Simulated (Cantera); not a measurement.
A perfectly stirred reactor is fed with NO : N₂ = 1 : 11 (molar parts), at 2670 Pa; it is held at 2123 K, and followed from long to short residence time.

Detailed kinetics in Cantera: GRI-Mech 3.0 (53 species, 325 reactions). Radical loss at walls, strong at low pressure, is not modelled.

```csv
quantity,before,after
x(NO) at τ = 0.580 s,0.0801,0.0464
x(O₂) at τ = 0.580 s,0.00140,0.0183
x(N₂) at τ = 0.580 s,0.918,0.935
x(N₂O) at τ = 0.580 s,2.93e-6,1.28e-6
x(NO₂) at τ = 0.580 s,1.60e-6,1.99e-5
x(NO) at τ = 7.10 ms,0.0833,0.0829
x(O₂) at τ = 7.10 ms,2.22e-7,0.000192
x(N₂) at τ = 7.10 ms,0.917,0.917
x(N₂O) at τ = 7.10 ms,1.76e-6,3.51e-6
x(NO₂) at τ = 7.10 ms,1.94e-8,9.70e-6
```

Q: Which change was made?
(A) temperature 2123 to 2200 K
(B) pressure from 2670 Pa to 100000 Pa
(C) N2 11 to 1.5 parts
(D) pressure from 2670 Pa to 38000 Pa

A: B, pressure from 2670 Pa to 100000 Pa
